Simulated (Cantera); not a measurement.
**Silicon nitride deposition: SiF4 + NH3 + H2**

A closed system holds: 1 mol SiF4, a varied amount of NH3, 0.18 mol H2, at 10000 Pa.

Equilibrium computed with Cantera from the NASA thermochemical tables; the gas is ideal and each condensed phase is pure. Candidate condensed phases: Si, Si3N4; 37 gas species. The tables' values for SiF2, SiF3 are old estimates. Kinetics and transport are ignored.

Stable condensed phases:

```
T in °C \ n(NH3) in mol
         2.4 3.3 4.6 6.3 8.8  12  17  23  32
   1427    A   A   A   A   A   A   A   A   A
   1327    A   A   A   A   A   A   A   A   B
   1227    A   A   A   A   A   A   B   B   B
   1127    A   A   A   B   B   B   B   B   B
   1027    A   B   B   B   B   B   B   B   B
    927    B   B   B   B   B   B   B   B   B
    827    B   B   B   B   B   B   B   B   B
    727    B   B   B   B   B   B   B   B   B
    627    B   B   B   B   B   B   B   B   B
    527    A   A   B   B   B   B   B   B   B
```

A: gas only; B: Si3N4.
